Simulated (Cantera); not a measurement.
**Thermodynamics of silicon nitride deposition, feed SiH2Cl2 + NH3**

Charge: 1 mol SiH2Cl2, 0.59 mol NH3, at 823 K and 44.0 Pa.

Method: chemical equilibrium by Gibbs-energy minimisation in Cantera with the NASA 1993 tables (ideal gas, pure condensed phases). Candidate condensed phases: NH4Cl, Si, Si3N4; 28 gas species. The tables' values for SiCl3 are old estimates; treat these amounts as uncertain. Equilibrium is a limit: real reactors are often held back by kinetics, nucleation or transport.

The x(H2) comes out as 0.776, the x(SiCl4) is 0.195 and the x(HCl) is 0.0139. The x(SiHCl3) is 0.0131. The x(SiCl3) is 0.000774, the x(SiCl2) is 0.000275 and the x(SiH2Cl2) is 7.44e-5. The n(Si(s)) comes out as 0.0571 mol. The n(Si3N4(s)) is 0.147 mol. The gas amount is 2.386 mol.
